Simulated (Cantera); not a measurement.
Diamond growth

A diamond (100) surface in a fixed gas of H2 with x(CH4) = 0.0032, x(H) = 0.015, x(CH3) = 1e-05, 0.0620 bar; coverages are run to steady state.

Computed with Cantera and the Harris–Goodwin 1993 mechanism for the reconstructed diamond (100) surface.

| T (K) | growth (µm/h) | θ c6HH | θ c6H* | θ c6*H | θ c6** | θ c6HM |
|---|---|---|---|---|---|---|
| 900 | 0.195 | 0.691 | 0.0106 | 0.293 | 0.00442 | 0.000564 |
| 950 | 0.258 | 0.643 | 0.0143 | 0.335 | 0.00674 | 0.000450 |
| 1000 | 0.327 | 0.596 | 0.0185 | 0.375 | 0.00981 | 0.000361 |
| 1050 | 0.396 | 0.552 | 0.0231 | 0.410 | 0.0137 | 0.000289 |
| 1100 | 0.450 | 0.511 | 0.0281 | 0.442 | 0.0185 | 0.000224 |
| 1150 | 0.464 | 0.473 | 0.0333 | 0.469 | 0.0241 | 0.000161 |
| 1200 | 0.415 | 0.439 | 0.0386 | 0.492 | 0.0307 | 0.000101 |
| 1250 | 0.326 | 0.407 | 0.0440 | 0.511 | 0.0380 | 5.39e-5 |
| 1300 | 0.247 | 0.378 | 0.0494 | 0.526 | 0.0462 | 2.53e-5 |
| 1350 | 0.204 | 0.353 | 0.0547 | 0.538 | 0.0549 | 1.11e-5 |
| 1400 | 0.190 | 0.329 | 0.0599 | 0.546 | 0.0643 | 4.73e-6 |
θ: site fractions in the mechanism's names (c6HH fully hydrogenated, c6H* and c6*H radical sites, c6** diradical, c6HM methylated).
